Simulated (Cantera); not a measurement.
Feed: 1 mol TEOS, a varied amount of O3, 4 mol N2, equilibrated at 1527 °C and 20.0 mbar.

Cantera equilibrium calculation (NASA polynomials, part measured and part estimated; ideal gas, pure solids and liquids). Candidate condensed phases: C, C6H6, C7H8, C8H18, H2O, Si, SiC, SiO2, Si2N2O, Si3N4; 151 gas species. The feed counts by its element totals alone. Rates play no part.

Problem. At 0.12 mol O3, list the 5 most abundant gas species with their mole fractions, and the condensed phases.

Solution. H2 0.542, CO 0.236, N2 0.217, HCN 0.00210, H 0.00186. Condensed: C(graphite) + SiC(s).
